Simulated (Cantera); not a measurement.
A closed system holds: 1 mol CCl4, 0.4 mol CH4, at 1377 °C and 37.0 mbar.

Cantera equilibrium calculation (NASA polynomials, part measured and part estimated; ideal gas, pure solids and liquids). Candidate condensed phases: C, C6H6, C7H8, C8H18; 91 gas species. Rates play no part.

Base state: HCl 0.476, Cl 0.333, Cl2 0.191 (mole fractions); condensed: C(graphite).

Task: What changes in the equilibrium state with this change: temperature from 1377 °C to 1200 °C?

Result: 
| species | before | after |
|---|---|---|
| HCl | 0.476 | 0.530 |
| Cl2 | 0.191 | 0.326 |
| Cl | 0.333 | 0.144 |
| C(graphite), mol | 1.40 | 1.40 |
